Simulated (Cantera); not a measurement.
An isothermal, constant-pressure homogeneous reactor starts with CH4 : O2 : N2 = 0.016 : 0.0065 : 1 (molar parts), at 1573 K and 0.800 bar. Integrator tolerance rtol = 1e-08.

Model: GRI-Mech 3.0 (53 species, 325 reactions), integrated in Cantera.

Question: What does this change do: 0.003 parts H2O added?

Answer: 
```tsv
quantity	before	after
x(CH4) at 1.00 s	0.00148 (gas-phase equilibrium 8.69e-6)	0.00151 (gas-phase equilibrium 5.41e-8)
x(O2) at 1.00 s	1.14e-12 (gas-phase equilibrium <1e-12)	2.24e-12 (gas-phase equilibrium <1e-12)
x(HCN) at 1.00 s	7.66e-7 (gas-phase equilibrium 0.00280)	7.39e-7 (gas-phase equilibrium 1.43e-5)
x(CO2) at 1.00 s	0.000599 (gas-phase equilibrium 6.26e-9)	0.000782 (gas-phase equilibrium 1.96e-6)
x(C2H) at 1.00 s	4.24e-9 (gas-phase equilibrium 2.31e-11)	4.18e-9 (gas-phase equilibrium <1e-12)
x(NO) at 1.00 s	1.17e-8 (gas-phase equilibrium <1e-12)	1.35e-8 (gas-phase equilibrium 8.33e-12)
```

Question: What does this change do: N2 1 to 0.36 parts?

Answer: 
```json
[
 {"quantity": "x(CH4) at 1.00 s", "before": "0.00148 (gas-phase equilibrium 8.69e-6)", "after": "0.00409 (gas-phase equilibrium 9.23e-5)"},
 {"quantity": "x(O2) at 1.00 s", "before": "1.14e-12 (gas-phase equilibrium <1e-12)", "after": "1.04e-12 (gas-phase equilibrium <1e-12)"},
 {"quantity": "x(HCN) at 1.00 s", "before": "7.66e-7 (gas-phase equilibrium 0.00280)", "after": "3.53e-7 (gas-phase equilibrium 0.00692)"},
 {"quantity": "x(CO2) at 1.00 s", "before": "0.000599 (gas-phase equilibrium 6.26e-9)", "after": "0.00164 (gas-phase equilibrium 2.61e-8)"},
 {"quantity": "x(C2H) at 1.00 s", "before": "4.24e-9 (gas-phase equilibrium 2.31e-11)", "after": "6.45e-9 (gas-phase equilibrium 9.46e-11)"},
 {"quantity": "x(NO) at 1.00 s", "before": "1.17e-8 (gas-phase equilibrium <1e-12)", "after": "2.73e-9 (gas-phase equilibrium <1e-12)"}
]
```
The temperature is held fixed by assumption; the heat of reaction is taken as removed at once.

Question: What does this change do: 0.098 parts H2 added?

Answer: 
```tsv
quantity	before	after
x(CH4) at 1.00 s	0.00148 (gas-phase equilibrium 8.69e-6)	0.00487 (gas-phase equilibrium 6.15e-5)
x(O2) at 1.00 s	1.14e-12 (gas-phase equilibrium <1e-12)	<1e-12 (gas-phase equilibrium <1e-12)
x(HCN) at 1.00 s	7.66e-7 (gas-phase equilibrium 0.00280)	1.77e-7 (gas-phase equilibrium 0.00251)
x(CO2) at 1.00 s	0.000599 (gas-phase equilibrium 6.26e-9)	5.47e-5 (gas-phase equilibrium 1.10e-8)
x(C2H) at 1.00 s	4.24e-9 (gas-phase equilibrium 2.31e-11)	1.59e-9 (gas-phase equilibrium 1.03e-11)
x(NO) at 1.00 s	1.17e-8 (gas-phase equilibrium <1e-12)	6.65e-10 (gas-phase equilibrium <1e-12)
```
